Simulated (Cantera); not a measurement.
Charge: 1 mol Si3N4, 2.2 mol O2, 900 mol H2, held at 1950 K.

Cantera equilibrium calculation (NASA polynomials, part measured and part estimated; ideal gas, pure solids and liquids). Candidate condensed phases: H2O, Si, SiO2, Si2N2O, Si3N4; 35 gas species. Rates play no part.

Question: At 510 Torr, list the 5 most abundant gas species with their mole fractions, and the condensed phases.

Answer: H2 0.992, SiO 0.00331, N2 0.00221, H2O 0.00155, H 0.00138. Condensed: gas only.
